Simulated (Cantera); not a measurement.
Mixture: 9.51 % CH₄, 20.2 % O₂, 64.7 % N₂, 5.51 % H₂O, at 83000 Pa, adiabatic and at constant volume. Ignition delay is the time to a rise of 400 K.

Cantera simulation using GRI-Mech 3.0 (53 species, 325 reactions); the numbers are that mechanism's predictions, not measurements.

Predict: delay at 1075 K; delay at 1175 K; delay at 1275 K; delay at 1375 K; apparent activation energy between 1325 and 1425 K.


```json
{
  "delay at 1075 K": "0.331 s",
  "delay at 1175 K": "70.8 ms",
  "delay at 1275 K": "17.5 ms",
  "delay at 1375 K": "4.97 ms",
  "apparent activation energy between 1325 and 1425 K": "190 kJ/mol"
}
```
